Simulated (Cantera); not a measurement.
An isothermal, constant-pressure homogeneous reactor starts with 2.10 % CH2O, 2.48 % O2, 95.4 % N2, at 1575 K and 1900000 Pa.

Computed with Cantera and GRI-Mech 3.0 (53 species, 325 reactions). The pressure lies above the range GRI-Mech 3.0 was tuned for (to about 10 atm). The temperature is held fixed by assumption; the heat of reaction is taken as removed at once.

One state of this run: x CH2O = <1e-12; x O2 = 0.00381; x CO2 = 0.0210; x HO2 = 1.53e-8; x HCN = <1e-12; x H2 = 3.86e-7. x: mole fraction; the columns are a selection and need not sum to one.

Which value of t (s) does it belong to?
A) 2.18e-5
B) 0.00120
C) 0.181
D) 0.00328

C, 0.181
